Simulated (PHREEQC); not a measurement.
Synthetic water in mg/L, 25 °C, pH 6.65, pe 9.5: Na 0.221; K 0.0347; Ca 0.0393; Mg 0.0234; Cl 0.0595; S(6) as SO4 0.494; Alkalinity as HCO3 0.144; Cd 0.00595.

Valence states are taken as typed.

Equilibrium calculation in PHREEQC: ion-association model, phreeqc.dat.

Each row changes one thing in this solution. Precipitation was switched off in this run.

```
case                                              CO2 (mol/kgw)  MgSO4 (mol/kgw)  CaSO4 (mol/kgw)  CO3-2 (mol/kgw)  NaSO4- (mol/kgw)  HSO4- (mol/kgw)  SI of Otavite (CdCO3)  SI of Gypsum (CaSO4:2H2O)
------------------------------------------------  -------------  ---------------  ---------------  ---------------  ----------------  ---------------  ---------------------  -------------------------
as made                                                 1.27e-6          1.11e-9         8.57e-10         5.41e-10          2.42e-10         1.10e-10                  -4.46                      -6.74
pH from 6.65 to 6.95 at the same alkalinity             5.97e-7          1.11e-9         8.57e-10          1.01e-9          2.42e-10         5.52e-11                  -4.19                      -6.74
pH from 6.65 to 7.15 at the same alkalinity             3.62e-7          1.11e-9         8.57e-10          1.54e-9          2.42e-10         3.48e-11                  -4.01                      -6.74
Cl from 0.0595 to 0.0297 mg/L                           1.27e-6          1.11e-9         8.58e-10         5.40e-10          2.42e-10         1.10e-10                  -4.46                      -6.74
temperature from 25 to 5 °C at the same typed pH        1.88e-6         6.40e-10         7.31e-10         3.26e-10          2.12e-10         7.40e-11                  -4.68                      -6.71
```

Species that the database lacks are ignored. Away from 25 °C the constants follow the database's enthalpies or fits; those with neither stay at their 25 °C values.
